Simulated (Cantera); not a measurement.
# Low-pressure radical oxidation in H2/O2

An isothermal, constant-pressure homogeneous reactor starts with H2 : O2 : N2 = 0.46 : 1 : 1.1 (molar parts), at 900 K and 0.0267 bar.

Detailed kinetics in Cantera: GRI-Mech 3.0 (53 species, 325 reactions). Radical loss at walls, strong at low pressure, is not modelled. Below about 950 K walls govern HO2 and H2O2 in real vessels. The temperature is held fixed by assumption; the heat of reaction is taken as removed at once.

```tsv
t (s)	x H2	x O2	x H2O	x NO2	x NO
2.00e-6	0.180	0.391	<1e-12	<1e-12	<1e-12
7.23e-6	0.180	0.391	<1e-12	<1e-12	<1e-12
2.62e-5	0.180	0.391	<1e-12	<1e-12	<1e-12
9.46e-5	0.180	0.391	<1e-12	<1e-12	<1e-12
0.000342	0.180	0.391	1.60e-11	<1e-12	<1e-12
0.00124	0.180	0.391	9.95e-10	<1e-12	<1e-12
0.00447	0.180	0.391	4.73e-5	<1e-12	<1e-12
0.0162	0.00293	0.331	0.193	1.54e-10	2.72e-7
0.0585	0.000427	0.331	0.197	3.27e-9	2.70e-7
0.211	6.29e-5	0.330	0.197	1.02e-8	2.63e-7
0.765	4.93e-6	0.330	0.197	1.48e-8	2.58e-7
2.77	2.11e-7	0.330	0.197	1.14e-8	2.62e-7
10.0	7.33e-9	0.330	0.197	6.13e-9	2.67e-7
```
x: mole fraction; the columns are a selection and need not sum to one.

Equilibrium at this temperature and pressure: H2 6.77e-12, O2 0.330, H2O 0.197, NO2 2.15e-7, NO 9.01e-6 (gas phase only).
